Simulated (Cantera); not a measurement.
An isothermal, constant-pressure homogeneous reactor starts with 0.129 % CO, 0.664 % O₂, 0.0862 % H₂O, 99.1 % N₂, equivalence ratio 0.097, at 1400 K and 5.00 bar.

Computed with Cantera and GRI-Mech 3.0 (53 species, 325 reactions).

x: mole fraction; the columns are a selection and need not sum to one.

| t (s) | x CO | x O₂ | x H₂O | x HO₂ | x OH | x CO₂ | x H₂O₂ |
|---|---|---|---|---|---|---|---|
| 0.000300 | 0.00129 | 0.00664 | 0.000862 | 1.70e-9 | … | 2.01e-8 | <1e-12 |
| 0.000685 | 0.00129 | 0.00664 | 0.000862 | 2.24e-8 | … | 2.07e-7 | 3.36e-12 |
| 0.00156 | 0.00127 | 0.00663 | 0.000859 | 1.01e-6 | … | 2.01e-5 | 1.67e-9 |
| 0.00357 | 0.000802 | 0.00638 | 0.000848 | 1.65e-6 | … | 0.000487 | 9.57e-9 |
| 0.00814 | 0.000304 | 0.00614 | 0.000854 | 9.09e-7 | … | 0.000985 | 4.38e-9 |
| 0.0186 | 7.41e-5 | 0.00603 | 0.000859 | 3.20e-7 | … | 0.00122 | 1.50e-9 |
| 0.0424 | 1.18e-5 | 0.00600 | 0.000861 | 6.89e-8 | … | 0.00128 | 4.42e-10 |
| 0.0968 | 1.28e-6 | 0.00600 | 0.000862 | 1.17e-8 | … | 0.00129 | 1.23e-10 |
| 0.221 | 1.04e-7 | 0.00600 | 0.000862 | 2.15e-9 | … | 0.00129 | 3.52e-11 |
| 0.505 | 1.07e-8 | 0.00600 | 0.000862 | 9.43e-10 | 8.17e-7 | 0.00129 | 1.79e-11 |
| 1.15 | 7.35e-9 | 0.00600 | 0.000863 | 8.72e-10 | 7.89e-7 | 0.00129 | 1.67e-11 |
| 2.63 | 7.35e-9 | 0.00600 | 0.000863 | 8.72e-10 | 7.88e-7 | 0.00129 | 1.67e-11 |
| 6.00 | 7.35e-9 | 0.00600 | 0.000863 | 8.72e-10 | 7.88e-7 | 0.00129 | 1.67e-11 |

Task: Complete the blanks.

Result: 
- 0.000300, x OH: 5.35e-9
- 0.000685, x OH: 5.73e-8
- 0.00156, x OH: 4.52e-6
- 0.00357, x OH: 1.73e-5
- 0.00814, x OH: 1.20e-5
- 0.0186, x OH: 7.34e-6
- 0.0424, x OH: 4.06e-6
- 0.0968, x OH: 2.14e-6
- 0.221, x OH: 1.15e-6
